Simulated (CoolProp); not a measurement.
A single-stage vapour-compression cycle with the fluid: evaporating at 216.15 K (dew point), condensing at 279.15 K (bubble point), superheat 2 K, subcooling 8 K, compressor efficiency 0.85, no pressure losses. The same conditions are run with several fluids, on thermodynamics alone (safety and materials aside).

Values from CoolProp's reference Helmholtz-energy equation of state of each fluid (R22: Kamei 1995; ammonia: Gao 2020; fluoroethane (R161): Wu 2012; R125: Lemmon 2005; propylene: Lemmon 2013).

```csv
fluid,cooling COP,pressure ratio,discharge temperature (K),refrigerating effect (kJ/kg),volumetric capacity (kJ/m³)
R22,2.37,13.6,…,184,396
ammonia,2.21,20.1,467.9,1190,…
fluoroethane (R161),2.39,…,343.8,337,…
R125,2.22,12.6,…,106,464
propylene,2.37,10.7,323.1,…,…
```

Problem. What belongs in the gaps?

Solution. 
- R22, discharge temperature (K): 348.3
- ammonia, volumetric capacity (kJ/m³): 301
- fluoroethane (R161), pressure ratio: 14.0
- fluoroethane (R161), volumetric capacity (kJ/m³): 342
- R125, discharge temperature (K): 296.5
- propylene, refrigerating effect (kJ/kg): 326
- propylene, volumetric capacity (kJ/m³): 503
